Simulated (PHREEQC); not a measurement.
Solution (20 °C): 0.0022 mol H3PO4 and 0.0015 mol NaF per kg of water. Closed to the air; pH follows from the charge balance.

Model: ion-association model, phreeqc.dat, run in PHREEQC.

Each row changes one thing in this solution. No solid was allowed to form.

| case | pH | ionic strength (mol/kgw) | H2PO4- (mol/kgw) | HPO4-2 (mol/kgw) | NaHPO4- (mol/kgw) |
|---|---|---|---|---|---|
| as made | 2.99 | 0.00258 | 0.00194 | 1.34e-7 | 3.15e-10 |
| H3PO4 from 0.0022 to 0.0044 mol/kgw | 2.66 | 0.00382 | 0.00343 | 1.15e-7 | 2.59e-10 |
| H3PO4 replaced by Na3PO4 at the same molality | 11.39 | 0.0109 | 9.15e-8 | 0.00186 | 1.93e-5 |
| NaF replaced by Na2SiO3 at the same molality | ? | 0.00379 | ? | ? | 3.58e-6 |
| diluted 10-fold with water | 3.74 | 0.000335 | 0.000215 | 7.59e-8 | 2.04e-11 |
| NaF from 0.0015 to 0.00075 mol/kgw | 2.88 | 0.00215 | 0.00187 | 9.86e-8 | 1.18e-10 |
| 0.00019 mol/kgw H2SO4 added | 2.90 | 0.00300 | 0.00189 | 1.08e-7 | 2.50e-10 |
| NaF from 0.0015 to 0.0003 mol/kgw | 2.81 | 0.00193 | 0.00183 | ? | 3.96e-11 |

Question: Fill in the missing entries.

Answer: 
- NaF replaced by Na2SiO3 at the same molality, pH: 6.89
- NaF replaced by Na2SiO3 at the same molality, H2PO4- (mol/kgw): 0.00140
- NaF replaced by Na2SiO3 at the same molality, HPO4-2 (mol/kgw): 0.000795
- NaF from 0.0015 to 0.0003 mol/kgw, HPO4-2 (mol/kgw): 8.19e-8

Species that the database lacks are ignored. Some of these states are supersaturated (in Quartz (slow to form), Chalcedony (slow to form), for instance).
